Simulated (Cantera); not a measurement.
Charge: 1 mol SiH2Cl2, 4.2 mol O3, at 24000 Pa.

Method: chemical equilibrium by Gibbs-energy minimisation in Cantera with the NASA 1993 tables (ideal gas, pure condensed phases). Candidate condensed phases: H2O, Si, SiO2; 30 gas species. The numbers say what is thermodynamically allowed, not how fast it happens.

x: gas mole fraction; n: condensed amount in mol.

```
T (K)   x O2   x HCl   x H2O   x Cl2  x Cl  n SiO2(α-quartz)  n SiO2(β-quartz)
-----  -----  ------  ------  ------  ----  ----------------  ----------------
748    0.712  0.0832   0.102   0.102   ___              1.00                 0
798    0.713   0.101  0.0928  0.0928   ___              1.00                 0
848    0.715   0.118  0.0836  0.0836   ___                 0              1.00
898    0.716   0.134  0.0751  0.0751   ___                 0              1.00
948    0.717   0.148  0.0675  0.0674   ___                 0              1.00
998    0.718   0.161  0.0607  0.0606   ___                 0              1.00
1048   0.718   0.172  0.0548  0.0546   ___                 0              1.00
```

Question: Some entries are withheld; supply them.

Answer: 
- 748, x Cl: 1.68e-6
- 798, x Cl: 5.55e-6
- 848, x Cl: 1.58e-5
- 898, x Cl: 3.99e-5
- 948, x Cl: 9.07e-5
- 998, x Cl: 0.000189
- 1048, x Cl: 0.000368
